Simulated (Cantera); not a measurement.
Feed: 1 mol B₂H₆, 1.6 mol H₂, held at 1625 K and 210 Pa.

Equilibrium computed with Cantera from the NASA thermochemical tables; the gas is ideal and each condensed phase is pure. Candidate condensed phases: B; 7 gas species. The feed counts by its element totals alone. The tables' values for BH₂ are old estimates; treat these amounts as uncertain. Kinetics and transport are ignored.

Base state: H₂ 0.998, H 0.00154, BH₂ 3.25e-5 (mole fractions); condensed: B(s).

What changes in the equilibrium state with this change: pressure from 210 Pa to 1000 Pa?


```json
[
 {"species": "H₂", "before": "0.998", "after": "0.999"},
 {"species": "H", "before": "0.00154", "after": "0.000705"},
 {"species": "BH₂", "before": "3.25e-5", "after": "3.25e-5"},
 {"species": "B(s), mol", "before": "2.00", "after": "2.00"}
]
```
